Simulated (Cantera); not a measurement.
Feed: 1 mol HgO, 0.71 mol H2, at 1400 K and 4900 Pa.

These are equilibrium values from Cantera (NASA tables, ideal gas, pure condensed phases), not measurements of a reactor. Candidate condensed phases: H2O, Hg, HgO; 10 gas species. Kinetics and transport are ignored.

Base state: Hg 0.539, H2O 0.383, O2 0.0781, OH 1.00e-4 (mole fractions); condensed: gas only.

**Question.** What changes in the equilibrium state with this change: temperature from 1400 K to 450 K?

**Answer.** 
```
species       before    after
-----------  -------  -------
H2O            0.383    0.788
Hg             0.539    0.212
O2            0.0781  3.33e-9
OH           1.00e-4    <1e-9
Hg(l), mol         0    0.519
HgO(s), mol        0    0.290
```

**Question.** What changes in the equilibrium state with this change: 0.05 mol NH3 added?

**Answer.** 
| species | before | after |
|---|---|---|
| Hg | 0.539 | 0.521 |
| H2O | 0.383 | 0.409 |
| O2 | 0.0781 | 0.0560 |
| N2 | 0 | 0.0130 |
| NO | 0 | 4.81e-5 |
| OH | 1.00e-4 | 9.51e-5 |
